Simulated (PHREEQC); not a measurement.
Solution (76 °C): 0.0061 mol CdCl2, 0.046 mol MgSO4, 0.00017 mol HCl and 0.014 mol NaCl per kg of water. Closed to the air; pH follows from the charge balance.

Computed with PHREEQC (ion-association model, phreeqc.dat).

Each row changes one thing in this solution. No solid was allowed to form.

| case | pH | ionic strength (mol/kgw) | MgSO4 (mol/kgw) | Mg+2 (mol/kgw) | SO4-2 (mol/kgw) | Na+ (mol/kgw) | SI of Halite (NaCl) |
|---|---|---|---|---|---|---|---|
| as made | 4.35 | 0.0943 | 0.0274 | 0.0186 | 0.0160 | 0.0135 | -5.33 |
| diluted 100-fold with water | 5.78 | 0.00186 | 7.08e-5 | 0.000389 | (withheld) | (withheld) | -9.09 |
| MgSO4 from 0.046 to 0.46 mol/kgw | (withheld) | 0.450 | 0.351 | 0.109 | 0.102 | 0.0124 | -5.47 |
| CdCl2 left out | (withheld) | 0.0818 | 0.0288 | 0.0172 | 0.0166 | 0.0135 | -5.55 |

### Question
Some entries are withheld; supply them.

### Answer

- diluted 100-fold with water, SO4-2 (mol/kgw): 0.000383
- diluted 100-fold with water, Na+ (mol/kgw): 0.000140
- MgSO4 from 0.046 to 0.46 mol/kgw, pH: 4.81
- CdCl2 left out, pH: 4.37

Species that the database lacks are ignored. Constants without temperature data keep their 25 °C values here.
